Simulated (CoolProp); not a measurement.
Vapour-liquid equilibrium of n-octane (1) + n-dodecane (2) at 174.15 °C; x and y are mole fractions of (1).

Values from CoolProp's multi-fluid Helmholtz-energy mixture model, Beckmüller 2019 and Lemmon 2004; pair parameters Bell 2016.

```csv
x,bubble pressure (MPa),y at the bubble point,dew pressure at overall composition x (MPa),liquid density (mol/L)
0.05,0.04510,0.297,0.03456,3.756
0.2,0.08334,0.670,0.04029,3.914
0.35,0.1245,0.815,0.04826,4.082
0.5,0.1684,0.892,0.06016,4.261
0.65,0.2145,0.939,0.07979,4.449
0.8,0.2626,0.971,0.1184,4.645
0.95,0.3121,0.994,0.2288,4.847
```

No azeotrope shows between x = 0.05 and 0.95.

The pair parameters rest on a limited set of measurements; away from them the model extrapolates.
